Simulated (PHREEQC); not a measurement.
Make-up at 58 °C: 0.00385 mol H2SO4 per kg of water. Closed to the air; pH follows from the charge balance.

Equilibrium calculation in PHREEQC: ion-association model, phreeqc.dat.

Precipitation was switched off in this run.

Q: What pH does the model give?

A: pH 2.27.

Q: In which forms is S present?

A: SO4-2 53 %, HSO4- 47 % of the S.

At this temperature some constants are extrapolated from 25 °C, and those without enthalpy data are left unchanged.
